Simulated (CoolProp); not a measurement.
The numbers come from the reference Helmholtz-energy equation of state, Lemmon 2006 in CoolProp. It is a short technical equation, of lower accuracy than the large ones.

Q: For carbon monoxide, give the phase and the Joule-Thomson coefficient (K/MPa) at -12.25 °C and 1.59 MPa; -12.25 °C and 15.9 MPa.

A: 
- -12.25 °C and 1.59 MPa: gas; Joule-Thomson coefficient 3.13
- -12.25 °C and 15.9 MPa: supercritical; Joule-Thomson coefficient 1.36
